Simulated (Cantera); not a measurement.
Charge: 1 mol MgO, 8.3 mol HBr, at 1648 K and 13300 Pa.

Cantera equilibrium calculation (NASA polynomials, part measured and part estimated; ideal gas, pure solids and liquids). Candidate condensed phases: Br2, H2O, Mg, MgBr2, MgO, Mg(OH)2; 20 gas species. Rates play no part.

Base state: HBr 0.677, H2O 0.117, MgBr2 0.117, Br 0.0576, H2 0.0299, Br2 0.00118, H 4.22e-5, MgBr 1.71e-5 (mole fractions); condensed: gas only.

### Question
What changes in the equilibrium state with this change: pressure from 13300 Pa to 1.50 Pa?

### Answer
```
species       before    after
-----------  -------  -------
Br            0.0576    0.486
H2            0.0299    0.226
HBr            0.677    0.166
H            4.22e-5   0.0109
MgBr2          0.117   0.0408
H2O            0.117   0.0557
Mg           2.26e-8  0.00877
MgBr         1.71e-5  0.00627
Br2          0.00118  9.41e-6
MgO(s), mol        0    0.373
```

### Question
What changes in the equilibrium state with this change: temperature from 1648 K to 1873 K?

### Answer
| species | before | after |
|---|---|---|
| HBr | 0.677 | 0.578 |
| Br | 0.0576 | 0.129 |
| H2O | 0.117 | 0.113 |
| H2 | 0.0299 | 0.0654 |
| MgBr2 | 0.117 | 0.112 |
| MgBr | 1.71e-5 | 0.000196 |
| H | 4.22e-5 | 0.000452 |
| OH | 7.41e-6 | 6.04e-5 |
